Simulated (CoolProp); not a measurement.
Properties of nitrous oxide along the isotherm 53.05 °C (Tc = 36.4 °C, pc = 7.245 MPa, ω = 0.161).

Values from CoolProp's reference Helmholtz-energy equation of state, Lemmon 2006. It is a short technical equation, of lower accuracy than the large ones.

```json
[
 {"p (MPa)": "0.0344", "phase": "gas", "density (kg/m³)": "0.5590", "cp (kJ/(kg K))": "0.9061", "cv (kJ/(kg K))": "0.7160", "isothermal compressibility (1/MPa)": "29.11"},
 {"p (MPa)": "0.058", "phase": "gas", "density (kg/m³)": "0.9434", "cp (kJ/(kg K))": "0.9072", "cv (kJ/(kg K))": "0.7163", "isothermal compressibility (1/MPa)": "17.28"},
 {"p (MPa)": "0.0979", "phase": "gas", "density (kg/m³)": "1.595", "cp (kJ/(kg K))": "0.9091", "cv (kJ/(kg K))": "0.7168", "isothermal compressibility (1/MPa)": "10.26"},
 {"p (MPa)": "0.165", "phase": "gas", "density (kg/m³)": "2.696", "cp (kJ/(kg K))": "0.9123", "cv (kJ/(kg K))": "0.7177", "isothermal compressibility (1/MPa)": "6.102"},
 {"p (MPa)": "0.279", "phase": "gas", "density (kg/m³)": "4.580", "cp (kJ/(kg K))": "0.9180", "cv (kJ/(kg K))": "0.7193", "isothermal compressibility (1/MPa)": "3.626"},
 {"p (MPa)": "0.47", "phase": "gas", "density (kg/m³)": "7.776", "cp (kJ/(kg K))": "0.9277", "cv (kJ/(kg K))": "0.7219", "isothermal compressibility (1/MPa)": "2.170"},
 {"p (MPa)": "0.794", "phase": "gas", "density (kg/m³)": "13.32", "cp (kJ/(kg K))": "0.9451", "cv (kJ/(kg K))": "0.7265", "isothermal compressibility (1/MPa)": "1.303"},
 {"p (MPa)": "1.34", "phase": "gas", "density (kg/m³)": "23.03", "cp (kJ/(kg K))": "0.9775", "cv (kJ/(kg K))": "0.7348", "isothermal compressibility (1/MPa)": "0.7919"},
 {"p (MPa)": "2.26", "phase": "gas", "density (kg/m³)": "40.60", "cp (kJ/(kg K))": "1.043", "cv (kJ/(kg K))": "0.7502", "isothermal compressibility (1/MPa)": "0.4928"},
 {"p (MPa)": "3.82", "phase": "gas", "density (kg/m³)": "74.82", "cp (kJ/(kg K))": "1.200", "cv (kJ/(kg K))": "0.7817", "isothermal compressibility (1/MPa)": "0.3231"},
 {"p (MPa)": "6.44", "phase": "gas", "density (kg/m³)": "154.5", "cp (kJ/(kg K))": "1.797", "cv (kJ/(kg K))": "0.8602", "isothermal compressibility (1/MPa)": "0.2554"},
 {"p (MPa)": "10.9", "phase": "supercritical", "density (kg/m³)": "554.1", "cp (kJ/(kg K))": "5.138", "cv (kJ/(kg K))": "0.9886", "isothermal compressibility (1/MPa)": "0.1425"}
]
```
